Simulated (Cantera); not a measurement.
Feed: 1 mol CO, 0.32 mol O₂, equilibrated at 2052 °C and 1900000 Pa.

Method: chemical equilibrium by Gibbs-energy minimisation in Cantera with the NASA 1993 tables (ideal gas, pure condensed phases). Candidate condensed phases: C; 12 gas species. Rates play no part.

Base state: CO₂ 0.640, CO 0.360, O₂ 3.07e-5 (mole fractions); condensed: gas only.

Question: What changes in the equilibrium state with this change: O₂ from 0.32 to 0.14 mol?

Answer: 
```
species   before    after
-------  -------  -------
CO         0.360    0.720
CO₂        0.640    0.280
O₂       3.07e-5  1.47e-6
```
